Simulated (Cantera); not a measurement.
Feed: 1 mol C₂H₆, 1.9 mol CO₂, 6 mol H₂, at 1573.15 K and 54.0 mbar.

These are equilibrium values from Cantera (NASA tables, ideal gas, pure condensed phases), not measurements of a reactor. Candidate condensed phases: C, C₆H₆, C₇H₈, C₈H₁₈, H₂O; 110 gas species. Rates play no part.

### Question
What is the equilibrium state?

### Answer
| Item | Value |
|---|---|
| x(H₂) | 0.703 |
| x(CO) | 0.297 |
| x(H) | 0.000147 |
| x(CH₄) | 4.89e-5 |
| x(C₂H₂ (acetylene)) | 1.45e-5 |
| x(H₂O) | 1.17e-5 |
| x(CO₂) | 1.71e-6 |
| n(C(graphite)) | 0.0992 mol |
| gas amount | 12.80 mol |
